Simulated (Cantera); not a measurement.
Input: 1 mol MgO, 4.9 mol SO₂, 0.55 mol CO₂, 5.9 mol O₂, held at 750 °C and 75.0 Torr.

Method: chemical equilibrium by Gibbs-energy minimisation in Cantera with the NASA 1993 tables (ideal gas, pure condensed phases). Candidate condensed phases: C, Mg, MgCO₃, MgO, MgS, MgSO₄, S; 26 gas species. Rates play no part.

Base state: O₂ 0.526, SO₂ 0.315, SO₃ 0.100, CO₂ 0.0586 (mole fractions); condensed: MgSO₄(s).

Task: What changes in the equilibrium state with this change: temperature from 750 °C to 1475 °C?

Result: 
```json
[
 {"species": "O₂", "before": "0.526", "after": "0.519"},
 {"species": "SO₂", "before": "0.315", "after": "0.431"},
 {"species": "CO₂", "before": "0.0586", "after": "0.0485"},
 {"species": "SO₃", "before": "0.100", "after": "0.00124"},
 {"species": "O", "before": "<1e-9", "after": "0.000167"},
 {"species": "CO", "before": "<1e-9", "after": "2.52e-5"},
 {"species": "SO", "before": "<1e-9", "after": "2.06e-5"},
 {"species": "MgSO₄(s), mol", "before": "1.00", "after": "0"},
 {"species": "MgO(s), mol", "before": "0", "after": "1.00"}
]
```

Task: What changes in the equilibrium state with this change: temperature from 750 °C to 1402 °C?

Result: 
```
species        before    after
-------------  ------  -------
O₂              0.526    0.519
SO₂             0.315    0.430
CO₂            0.0586   0.0485
SO₃             0.100  0.00165
O               <1e-9  7.79e-5
CO              <1e-9  1.09e-5
MgSO₄(s), mol    1.00        0
MgO(s), mol         0     1.00
```

Task: What changes in the equilibrium state with this change: pressure from 75.0 Torr to 26.3 Torr?

Result: 
```
species        before   after
-------------  ------  ------
O₂              0.526   0.534
SO₂             0.315   0.344
SO₃             0.100  0.0652
CO₂            0.0586  0.0577
MgSO₄(s), mol    1.00    1.00
```
